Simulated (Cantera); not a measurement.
A closed system holds: 1 mol FeCl₃, 0.13 mol H₂O, 60 mol N₂, held at 1373 K and 13.3 mbar.

These are equilibrium values from Cantera (NASA tables, ideal gas, pure condensed phases), not measurements of a reactor. Candidate condensed phases: Fe, FeCl₂, FeCl₃, FeO, Fe(OH)₂, Fe(OH)₃, Fe₂O₃, Fe₃O₄, H₂O, NH₄Cl; 37 gas species. The numbers say what is thermodynamically allowed, not how fast it happens.

Base state: N₂ 0.969, FeCl₂ 0.0156, Cl 0.00809, HCl 0.00419, Cl₂ 0.00165, O₂ 0.00102, FeCl₃ 0.000559, NO 4.81e-5 (mole fractions); condensed: gas only.

### Question
What changes in the equilibrium state with this change: temperature from 1373 K to 2025 K?

### Answer
```csv
species,before,after
N₂,0.969,0.965
FeCl₂,0.0156,0.0156
Cl,0.00809,0.0132
Cl₂,0.00165,3.52e-6
Fe,<1e-9,0.000389
FeO,<1e-9,6.72e-5
H,<1e-9,6.00e-5
```
